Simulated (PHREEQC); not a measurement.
Consider water at 75 °C with 0.15 mol/kgw HF, 0.23 mol/kgw NaF and 0.00082 mol/kgw H2SiF6. Closed to the air; pH follows from the charge balance.

Model: ion-association model, wateq4f.dat, run in PHREEQC.

Q: The ionic strength comes out as 0.222 mol/kgw. What activity coefficients do H+, HF2-, SiF6-2, F-, Na+ get?

A: H+ 0.78, HF2- 0.67, SiF6-2 0.26, F- 0.67, Na+ 0.71.

Precipitation was switched off in this run. Species that the database lacks are ignored. At this temperature some constants are extrapolated from 25 °C, and those without enthalpy data are left unchanged. SiF6-2 is the database's only silicon fluoride.
